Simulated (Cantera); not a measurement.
Feed: 1 mol HBr, 2.5 mol H₂, 0.89 mol O₂, held at 1 atm.

Method: chemical equilibrium by Gibbs-energy minimisation in Cantera with the NASA 1993 tables (ideal gas, pure condensed phases). Candidate condensed phases: Br₂, H₂O; 12 gas species. Equilibrium is a limit: real reactors are often held back by kinetics, nucleation or transport. All values below are at 2148 K.

Base state: H₂O 0.498, HBr 0.241, H₂ 0.220, Br 0.0384, H 0.00194, OH 0.000565, Br₂ 0.000130 (mole fractions); condensed: gas only.

**Question.** What changes in the equilibrium state with this change: HBr replaced by CS₂?

**Answer.** 
```json
[
 {"species": "H₂", "before": "0.220", "after": "0.351"},
 {"species": "CO", "before": "0", "after": "0.209"},
 {"species": "S₂", "before": "0", "after": "0.176"},
 {"species": "H₂O", "before": "0.498", "after": "0.144"},
 {"species": "HBr", "before": "0.241", "after": "0"},
 {"species": "H₂S", "before": "0", "after": "0.0601"},
 {"species": "Br", "before": "0.0384", "after": "0"},
 {"species": "SH", "before": "0", "after": "0.0241"},
 {"species": "CO₂", "before": "0", "after": "0.0167"},
 {"species": "SO", "before": "0", "after": "0.00697"},
 {"species": "SO₂", "before": "0", "after": "0.00450"}
]
```
Further candidate phases: C, C₆H₆, C₇H₈, C₈H₁₈, H₂SO₄, S.
